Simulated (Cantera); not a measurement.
Feed: 1 mol Si, 0.16 mol HCl, 1.8 mol H2, held at 1.00 bar.

Equilibrium computed with Cantera from the NASA thermochemical tables; the gas is ideal and each condensed phase is pure. Candidate condensed phases: Si; 19 gas species. Kinetics and transport are ignored.

Over these rows the condensed part is Si(s). Partial pressures as log10 of bar:

```
T (K)  1000/T (1/K)  log p SiCl2  log p H2  log p SiHCl3  log p SiCl4
-----  ------------  -----------  --------  ------------  -----------
800          1.2500        -6.15     -0.01         -1.92        -1.95
850          1.1765        -5.54     -0.01         -1.93        -1.95
900          1.1111        -5.00     -0.01         -1.94        -1.96
950          1.0526        -4.52     -0.01         -1.96        -1.97
1000         1.0000        -4.09     -0.01         -1.98        -1.98
1050         0.9524            ?     -0.01         -2.00        -2.00
```

### Question
Fit log p(SiCl2) = a + b·(1000/T) to the five rows, give the apparent enthalpy, and predict the row at 1050 K.

### Answer
Means: 1000/T = 1.1180, log p = -5.060. Sxy = -0.322150, Sxx = 0.0390950, so b = -8.24 and a = -5.060 − (-8.24)×1.1180 = 4.15.
Apparent enthalpy: −19.145 × (-8.24) = 158 kJ/mol. With the condensed phases at unit activity, 1/2 Si(s) + 1/2 SiCl4(g) = SiCl2(g) links this pressure to the main gases: over the six rows their terms move log p by -0.03 in all, so the slope is close to that reaction's ΔH°. The five rows lie within 0.01 of the line.
Prediction at 1050 K: 4.15 + (-8.24)×0.9524 = -3.70. The computed value is -3.71, 0.01 from the line.
